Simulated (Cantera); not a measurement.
An isothermal, constant-pressure homogeneous reactor starts with CH₄ : H₂ = 1 : 5 (molar parts), at 1625 K and 101000 Pa. Integrator tolerance rtol = 1e-08.

Detailed kinetics in Cantera: GRI-Mech 3.0 (53 species, 325 reactions). GRI-Mech 3.0 stops at C3 and has no aromatics, soot or wall deposition, so with more carbon than oxygen in the feed, carbon stays in small species such as C2H2 where larger ones or solid carbon would form.

### Question
What does this change do: pressure from 101000 Pa to 17.0 Pa?

### Answer
```json
[
 {"quantity": "x(CH₄) at 6.00 s", "before": "0.0464 (gas-phase equilibrium 0.0464)", "after": "0.154 (gas-phase equilibrium 9.84e-6)"},
 {"quantity": "x(H₂) at 6.00 s", "before": "0.902 (gas-phase equilibrium 0.902)", "after": "0.839 (gas-phase equilibrium 0.924)"},
 {"quantity": "x(CH₂) at 6.00 s", "before": "4.99e-9 (gas-phase equilibrium 4.99e-9)", "after": "8.66e-7 (gas-phase equilibrium 6.15e-9)"},
 {"quantity": "x(H) at 6.00 s", "before": "6.70e-5 (gas-phase equilibrium 6.70e-5)", "after": "0.000564 (gas-phase equilibrium 0.00524)"},
 {"quantity": "x(C₂H₄) at 6.00 s", "before": "0.00389 (gas-phase equilibrium 0.00389)", "after": "0.00134 (gas-phase equilibrium 9.95e-7)"},
 {"quantity": "x(C₂H) at 6.00 s", "before": "1.36e-8 (gas-phase equilibrium 1.36e-8)", "after": "8.72e-9 (gas-phase equilibrium 1.55e-6)"}
]
```
Radical loss at walls, strong at low pressure, is not modelled.
